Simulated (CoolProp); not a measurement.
Values from CoolProp's reference Helmholtz-energy equation of state, Thol 2016.

Problem. Give the vapour pressure (bar), liquid cp (kJ/(kg K)), vapour Z of saturated hexamethyldisiloxane (MM) at 389.3 K.

Solution. 
```tsv
T (K)	p (bar)	liquid cp (kJ/(kg K))	vapour Z
389.3	1.56	2.17	0.914
```
